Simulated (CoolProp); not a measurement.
Computed with CoolProp (reference Helmholtz-energy equation of state, Lemmon 2006). It is a short technical equation, of lower accuracy than the large ones.

Question: Give the vapour pressure (bar), vapour density (kg/m³), enthalpy of vaporisation (kJ/kg), liquid cp (kJ/(kg K)) of saturated carbon monoxide at -163.55, -155.05, -150.75 °C.

Answer: 
| T (°C) | p (bar) | vapour density (kg/m³) | enthalpy of vaporisation (kJ/kg) | liquid cp (kJ/(kg K)) |
|---|---|---|---|---|
| -163.55 | 10.4 | 40.7 | 162 | 2.54 |
| -155.05 | 17.0 | 69.8 | 136 | 3.02 |
| -150.75 | 21.2 | 92.1 | 119 | 3.53 |
